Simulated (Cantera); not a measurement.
A perfectly stirred reactor is fed with CH4 : CO : O2 : N2 = 1 : 0.98 : 1.46 : 5.51 (molar parts), at 760 Torr; it is adiabatic with a 675 K inlet, and is followed from long to short residence time, starting on the burning branch (τ in s: 0.021, 0.011, 0.0059, 0.0031, 0.0016, 0.00087, 0.00046, 0.00024, 0.00013, 6.7e-05).

Model: GRI-Mech 3.0 (53 species, 325 reactions), integrated in Cantera.

**Question.** Predict: blow-out, bracketed by the residence times tried; x(CH4) at τ = 21.0 ms; x(CO) at τ = 21.0 ms; x(O2) at τ = 21.0 ms; x(CH2) at τ = 21.0 ms; x(N2O) at τ = 21.0 ms; x(CH4) at τ = 0.870 ms; x(CO) at τ = 0.870 ms; x(O2) at τ = 0.870 ms; x(CH2) at τ = 0.870 ms; x(N2O) at τ = 0.870 ms.

**Answer.** 
```
Quantity                                                                         Value
------------------------------------------------  ------------------------------------
blow-out, bracketed by the residence times tried  burning at 0.240 ms, out at 0.130 ms
x(CH4) at τ = 21.0 ms                                                         0.000118
x(CO) at τ = 21.0 ms                                                             0.148
x(O2) at τ = 21.0 ms                                                          0.000185
x(CH2) at τ = 21.0 ms                                                          2.48e-6
x(N2O) at τ = 21.0 ms                                                          2.70e-8
x(CH4) at τ = 0.870 ms                                                        0.000755
x(CO) at τ = 0.870 ms                                                            0.148
x(O2) at τ = 0.870 ms                                                          0.00223
x(CH2) at τ = 0.870 ms                                                         2.60e-5
x(N2O) at τ = 0.870 ms                                                         8.50e-8
```
